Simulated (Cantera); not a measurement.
A freely propagating, adiabatic, planar premixed flame of CO : H2 : O2 : N2 : CO2 = 1 : 0.031 : 0.43 : 1.62 : 0.25 (molar parts), unburnt at 723 K and 500000 Pa; mixture-averaged transport, grid criteria slope 0.08 and curve 0.16, no radiation.

Computed with Cantera and GRI-Mech 3.0 (53 species, 325 reactions). The hydrogen kinetics of GRI-Mech 3.0 are dated; newer H2 mechanisms differ, most at raised pressure. Burning velocities carry a grid error of a few per cent, more on coarse grids.

x: mole fraction of selected species; z is measured from the peak of heat release.

```json
[
 {"z (mm)": "-0.533", "T (K)": "723", "u (m/s)": "0.987", "x CO": "0.300", "x H2": "0.00926", "x O2": "0.129", "x H2O2": "<1e-8", "x N2O": "<1e-8", "x O": "<1e-8"},
 {"z (mm)": "-0.356", "T (K)": "723", "u (m/s)": "0.986", "x CO": "0.300", "x H2": "0.00910", "x O2": "0.129", "x H2O2": "2.20e-8", "x N2O": "<1e-8", "x O": "<1e-8"},
 {"z (mm)": "-0.267", "T (K)": "723", "u (m/s)": "0.987", "x CO": "0.300", "x H2": "0.00884", "x O2": "0.129", "x H2O2": "1.52e-7", "x N2O": "<1e-8", "x O": "<1e-8"},
 {"z (mm)": "-0.178", "T (K)": "726", "u (m/s)": "0.989", "x CO": "0.300", "x H2": "0.00815", "x O2": "0.129", "x H2O2": "1.53e-6", "x N2O": "<1e-8", "x O": "<1e-8"},
 {"z (mm)": "-0.0889", "T (K)": "782", "u (m/s)": "1.06", "x CO": "0.297", "x H2": "0.00607", "x O2": "0.127", "x H2O2": "3.47e-5", "x N2O": "(withheld)", "x O": "3.41e-6"},
 {"z (mm)": "-0.0444", "T (K)": "1034", "u (m/s)": "1.39", "x CO": "0.276", "x H2": "0.00391", "x O2": "0.115", "x H2O2": "5.83e-5", "x N2O": "(withheld)", "x O": "0.000365"},
 {"z (mm)": "0", "T (K)": "1462", "u (m/s)": "1.91", "x CO": "0.223", "x H2": "0.00137", "x O2": "0.0838", "x H2O2": "1.83e-6", "x N2O": "(withheld)", "x O": "0.00495"},
 {"z (mm)": "0.0444", "T (K)": "1758", "u (m/s)": "2.24", "x CO": "0.175", "x H2": "0.000585", "x O2": "0.0562", "x H2O2": "3.75e-7", "x N2O": "1.48e-6", "x O": "0.00924"},
 {"z (mm)": "0.0889", "T (K)": "1926", "u (m/s)": "2.42", "x CO": "0.150", "x H2": "0.000561", "x O2": "0.0432", "x H2O2": "2.05e-7", "x N2O": "1.54e-6", "x O": "0.00911"},
 {"z (mm)": "0.178", "T (K)": "2098", "u (m/s)": "2.60", "x CO": "0.129", "x H2": "0.000558", "x O2": "0.0336", "x H2O2": "1.11e-7", "x N2O": "1.44e-6", "x O": "0.00649"},
 {"z (mm)": "0.356", "T (K)": "2247", "u (m/s)": "2.76", "x CO": "0.112", "x H2": "0.000492", "x O2": "0.0256", "x H2O2": "6.02e-8", "x N2O": "(withheld)", "x O": "0.00384"},
 {"z (mm)": "0.711", "T (K)": "2363", "u (m/s)": "2.87", "x CO": "0.0972", "x H2": "0.000419", "x O2": "0.0186", "x H2O2": "3.47e-8", "x N2O": "(withheld)", "x O": "0.00220"},
 {"z (mm)": "1.42", "T (K)": "2450", "u (m/s)": "2.96", "x CO": "0.0853", "x H2": "0.000361", "x O2": "0.0128", "x H2O2": "2.14e-8", "x N2O": "(withheld)", "x O": "0.00124"}
]
```

Task: Fill in the missing entries.

Result: 
- -0.0889, x N2O: 1.63e-8
- -0.0444, x N2O: 1.68e-7
- 0, x N2O: 8.63e-7
- 0.356, x N2O: 1.26e-6
- 0.711, x N2O: 9.61e-7
- 1.42, x N2O: 6.44e-7
